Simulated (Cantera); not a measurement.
Charge: 1 mol Cu, 4.8 mol HF, at 0.100 bar.

Cantera equilibrium calculation (NASA polynomials, part measured and part estimated; ideal gas, pure solids and liquids). Candidate condensed phases: Cu, CuF2; 15 gas species. Rates play no part.

x: gas mole fraction; n: condensed amount in mol.

| T (°C) | x HF | x CuF | x H2 | x H2F2 | n Cu(s) | n Cu(l) |
|---|---|---|---|---|---|---|
| 275 | 1.000 | <1e-12 | 3.34e-11 | 7.42e-5 | 1.00 | 0 |
| 425 | 1.000 | 1.98e-10 | 1.64e-10 | 1.83e-5 | 1.00 | 0 |
| 575 | 1.000 | 4.26e-8 | 2.34e-8 | 7.41e-6 | 1.00 | 0 |
| 725 | 1.000 | … | … | … | 1.000 | 0 |
| 875 | 1.000 | 2.48e-5 | 1.25e-5 | 2.52e-6 | 1.000 | 0 |
| 1025 | 1.000 | … | … | … | 0.999 | 0 |
| 1175 | 0.999 | 0.000934 | 0.000468 | 1.38e-6 | 0 | 0.995 |

Question: Some entries are withheld; supply them.

Answer: 
- 1025, x CuF: 0.000194
- 1025, x H2: 9.73e-5
- 1025, x H2F2: 1.80e-6
- 725, x CuF: 1.68e-6
- 725, x H2: 8.61e-7
- 725, x H2F2: 3.96e-6
